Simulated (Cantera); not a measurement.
An isothermal, constant-pressure homogeneous reactor starts with 16.2 % H₂, 10.1 % O₂, 73.7 % N₂, equivalence ratio 0.80, at 850 K and 173 Torr.

Model: GRI-Mech 3.0 (53 species, 325 reactions), integrated in Cantera. Below about 950 K walls govern HO2 and H2O2 in real vessels. The temperature is held fixed by assumption; the heat of reaction is taken as removed at once.

Task: Predict: x(H₂) at 3.00 s; x(O₂) at 3.00 s; x(H) at 3.00 s; x(HO₂) at 3.00 s; x(OH) at 3.00 s; x(NO₂) at 3.00 s; x(N₂O) at 3.00 s.

Result: 
```
Property                                            Result
----------------  ----------------------------------------
x(H₂) at 3.00 s    0.0497 (gas-phase equilibrium 1.14e-12)
x(O₂) at 3.00 s      0.0462 (gas-phase equilibrium 0.0220)
x(H) at 3.00 s      9.69e-8 (gas-phase equilibrium <1e-12)
x(HO₂) at 3.00 s  9.38e-6 (gas-phase equilibrium 9.36e-12)
x(OH) at 3.00 s    7.96e-9 (gas-phase equilibrium 4.00e-9)
x(NO₂) at 3.00 s   3.00e-8 (gas-phase equilibrium 4.21e-8)
x(N₂O) at 3.00 s  1.79e-9 (gas-phase equilibrium 7.07e-11)
```
